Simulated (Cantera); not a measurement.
An isothermal, constant-pressure homogeneous reactor starts with C₂H₆ : H₂ = 1 : 55 (molar parts), at 1098 K and 0.00830 bar. Integrator tolerance rtol = 1e-08.

Model: GRI-Mech 3.0 (53 species, 325 reactions), integrated in Cantera. GRI-Mech 3.0 stops at C3 and has no aromatics, soot or wall deposition, so with more carbon than oxygen in the feed, carbon stays in small species such as C2H2 where larger ones or solid carbon would form. Radical loss at walls, strong at low pressure, is not modelled.

Task: What does this change do: pressure from 0.00830 bar to 0.0290 bar?

Result: 
```tsv
quantity	before	after
x(C₂H₆) at 300 s	2.53e-5 (gas-phase equilibrium 4.95e-7)	9.41e-5 (gas-phase equilibrium 5.10e-7)
x(H₂) at 300 s	0.978 (gas-phase equilibrium 0.965)	0.974 (gas-phase equilibrium 0.964)
x(C₂H) at 300 s	<1e-12 (gas-phase equilibrium <1e-12)	<1e-12 (gas-phase equilibrium <1e-12)
x(CH₃) at 300 s	3.22e-7 (gas-phase equilibrium 1.78e-7)	5.42e-7 (gas-phase equilibrium 9.69e-8)
x(C₂H₂) at 300 s	0.00742 (gas-phase equilibrium 0.000195)	0.00333 (gas-phase equilibrium 1.65e-5)
x(C₂H₄) at 300 s	0.00576 (gas-phase equilibrium 0.000107)	0.00610 (gas-phase equilibrium 3.16e-5)
```

Task: What does this change do: pressure from 0.00830 bar to 0.0600 bar?

Result: 
| quantity | before | after |
|---|---|---|
| x(C₂H₆) at 300 s | 2.53e-5 (gas-phase equilibrium 4.95e-7) | 0.000117 (gas-phase equilibrium 5.12e-7) |
| x(H₂) at 300 s | 0.978 (gas-phase equilibrium 0.965) | 0.969 (gas-phase equilibrium 0.964) |
| x(C₂H) at 300 s | <1e-12 (gas-phase equilibrium <1e-12) | <1e-12 (gas-phase equilibrium <1e-12) |
| x(CH₃) at 300 s | 3.22e-7 (gas-phase equilibrium 1.78e-7) | 5.32e-7 (gas-phase equilibrium 6.75e-8) |
| x(C₂H₂) at 300 s | 0.00742 (gas-phase equilibrium 0.000195) | 0.000954 (gas-phase equilibrium 3.86e-6) |
| x(C₂H₄) at 300 s | 0.00576 (gas-phase equilibrium 0.000107) | 0.00362 (gas-phase equilibrium 1.53e-5) |
